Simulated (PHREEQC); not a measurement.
Model water analysis in mmol/kgw, 70 °C, pH 6.32:

```csv
constituent,mmol/kgw
Na,196
K,3.69
Ca,1.67
Mg,18.2
Cl,233
S(6),4.93
Alkalinity (meq/kgw),0.016
```

Cl is adjusted to close the charge balance.
Valence states are taken as typed.

Model: Pitzer model, pitzer.dat, run in PHREEQC.

```csv
quantity,before,after
HCO3- (mol/kgw),1.57e-5,2.13e-5
CO2 (mol/kgw),9.95e-6,8.91e-5
MgOH+ (mol/kgw),5.09e-7,7.70e-8
HSO4- (mol/kgw),1.89e-7,1.25e-6
MgCO3 (mol/kgw),1.28e-8,2.63e-9
CO3-2 (mol/kgw),1.03e-8,2.11e-9
SI of Gypsum (CaSO4:2H2O),-1.78,-1.78
SI of Magnesite (MgCO3),-3.14,-3.83
```

Task: What was changed between the two runs?
A. temperature from 70 to 85 °C at the same typed pH
B. pH from 6.32 to 5.82 at the same alkalinity
C. pH from 6.32 to 5.5 at the same alkalinity
D. Mg from 18.2 to 36.4 mmol/kgw

Result: C, pH from 6.32 to 5.5 at the same alkalinity

This is a speciation only: nothing precipitates in the calculation. Constants without temperature data keep their 25 °C values here.
